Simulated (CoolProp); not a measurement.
Properties of normal hydrogen along the isotherm -191.65 °C (Tc = -240.0 °C, pc = 1.296 MPa, ω = -0.219).

The numbers come from the reference Helmholtz-energy equation of state, Leachman 2009 in CoolProp.

```tsv
p (MPa)	phase	Z	cp (kJ/(kg K))	isothermal compressibility (1/MPa)	viscosity (µPa s)
0.041	gas	0.9995	10.74	24.40	3.53
0.0842	gas	0.9990	10.76	11.89	3.54
0.173	gas	0.9979	10.80	5.792	3.54
0.355	gas	0.9957	10.90	2.829	3.56
0.729	gas	0.9914	11.09	1.383	3.59
1.5	supercritical	0.9834	11.49	0.6763	3.66
3.07	supercritical	0.9721	12.29	0.3305	3.83
6.31	supercritical	0.9753	13.64	0.1518	4.33
13	supercritical	1.077	14.48	0.05662	5.67
```

Viscosity comes from a separate model (Muzny 2013).
